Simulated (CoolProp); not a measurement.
Vapour-liquid equilibrium of ethylene (1) + carbon dioxide (2) at 234.4 K; x and y are mole fractions of (1).

Values from CoolProp's multi-fluid Helmholtz-energy mixture model, Smukala 2000 and Span 1996; pair parameters Bell 2016.

Give the bubble pressure and the first vapour's composition at x = 0.2, 0.35, 0.65. Is there an azeotrope?

x = 0.2: 13.18 bar, y = 0.316; x = 0.35: 14.25 bar, y = 0.449; x = 0.65: 15.30 bar, y = 0.673. y crosses x between x = 0.65 and 0.8: the model has an azeotrope there.

The pair parameters rest on a limited set of measurements; away from them the model extrapolates.
